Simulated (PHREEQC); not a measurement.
Dissolve 0.011 mol HCl, 0.0044 mol Li2SO4 and 0.0013 mol MgSO4 per kg of water at 80 °C. Closed to the air; pH follows from the charge balance.

Computed with PHREEQC (ion-association model, wateq4f.dat).

Each row changes one thing in this solution. No solid was allowed to form.

```csv
case,pH,ionic strength (mol/kgw),HSO4- (mol/kgw),SO4-2 (mol/kgw)
as made,2.17,0.0211,0.00331,0.00195
Li2SO4 replaced by NH4HSO4 at the same molality,1.99,0.0203,0.00383,0.00149
MgSO4 left out,2.14,0.0185,0.00284,0.00153
HCl replaced by CuCl2 at the same molality,4.30,0.0391,3.94e-5,0.00353
diluted 5-fold with water,2.77,0.00490,0.000372,0.000706
```

Some of these states are supersaturated (in Atacamite, Tenorite (slow to form), for instance). Away from 25 °C the constants follow the database's enthalpies or fits; those with neither stay at their 25 °C values.
